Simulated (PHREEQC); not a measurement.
A solution holds 6.3 mmol/kgw HF, at 64 °C. Closed to the air; pH follows from the charge balance.

The numbers come from PHREEQC with the ion-association model, phreeqc.dat.

This is a speciation only: nothing precipitates in the calculation.

Predict the pH, specific conductance, ionic strength.

pH 2.90; specific conductance 1040 µS/cm; ionic strength 0.00132 mol/kgw.

In which forms is F present?

HF 79 %, F- 20 %, HF2- 0.9 % of the F.

At this temperature some constants are extrapolated from 25 °C, and those without enthalpy data are left unchanged.
